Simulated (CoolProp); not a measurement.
c-C4F8 (RC318) at several states: density (kg/m³) from the reference equation and from simpler models built on Tc = 388.4 K, pc = 27.78 bar, ω = 0.355; each cubic takes its own stable root.

Values from CoolProp's reference Helmholtz-energy equation of state, Platzer 1990. This equation is an older, rougher fit; its heat capacities, sound speeds and derivatives of the liquid may be far off and weren't checked against measurements.

```tsv
T (K)	p (bar)	phase	reference
258.6	2.32	liquid	1646
298.7	0.524	gas	4.285
265.4	0.161	gas	1.469
490.4	9.5	gas	48.98
260.3	1.61	liquid	1640
```

How far does each simpler model (van der Waals, Peng-Robinson) lie from the reference over these 5 states: mean and median of the absolute difference, and the worst?


- van der Waals: mean 39.9 %, median 1.1 %, worst -99.0 % at 260.3 K and 1.61 bar
- Peng-Robinson: mean 2.9 %, median 0.8 %, worst +6.7 % at 258.6 K and 2.32 bar

At some of these states van der Waals gives the other phase, because its saturation line lies elsewhere.
